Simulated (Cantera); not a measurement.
Feed: 1 mol CsCl, 1.2 mol H2O, 6.7 mol N2, 2.1 mol HCl, equilibrated at 1900 °C and 13.3 mbar.

These are equilibrium values from Cantera (NASA tables, ideal gas, pure condensed phases), not measurements of a reactor. Candidate condensed phases: Cs, CsCl, CsOH, H2O, NH4Cl; 37 gas species. Kinetics and transport are ignored.

Base state: N2 0.594, HCl 0.154, H2O 0.0976, CsCl 0.0883, Cl 0.0330, H2 0.0202, H 0.00595, OH 0.00384 (mole fractions); condensed: gas only.

Question: What changes in the equilibrium state with this change: H2O from 1.2 to 2.8 mol?

Answer: 
| species | before | after |
|---|---|---|
| N2 | 0.594 | 0.517 |
| H2O | 0.0976 | 0.198 |
| HCl | 0.154 | 0.136 |
| Cl | 0.0330 | 0.0264 |
| H2 | 0.0202 | 0.0248 |
| CsCl | 0.0883 | 0.0767 |
| O2 | 0.00162 | 0.00441 |
| CsOH | 8.25e-5 | 0.000164 |
| OH | 0.00384 | 0.00703 |
| O | 0.000793 | 0.00131 |
